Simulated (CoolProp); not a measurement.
The fluid at 385.92 K and 1.11 MPa is throttled through a valve to 0.758 MPa with no heat exchange. The same conditions are run with several fluids, on thermodynamics alone (safety and materials aside).

Model: reference Helmholtz-energy equation of state of each fluid (vinyl chloride: Thol 2022; fluoroethane (R161): Wu 2012; R236FA: Pan 2012; C2F6 (R116): Lemmon 2006; R134a: Tillner-Roth 1994), in CoolProp.

| fluid | temperature change (K) | final density (kg/m³) |
|---|---|---|
| vinyl chloride | -5.0 | 16.0 |
| fluoroethane (R161) | -3.5 | [?] |
| R236FA | [?] | 40.5 |
| C2F6 (R116) | [?] | 33.8 |
| R134a | -3.5 | 26.0 |

Question: Some entries are withheld; supply them.

Answer: 
- fluoroethane (R161), final density (kg/m³): 12.1
- R236FA, temperature change (K): -4.2
- C2F6 (R116), temperature change (K): -1.5
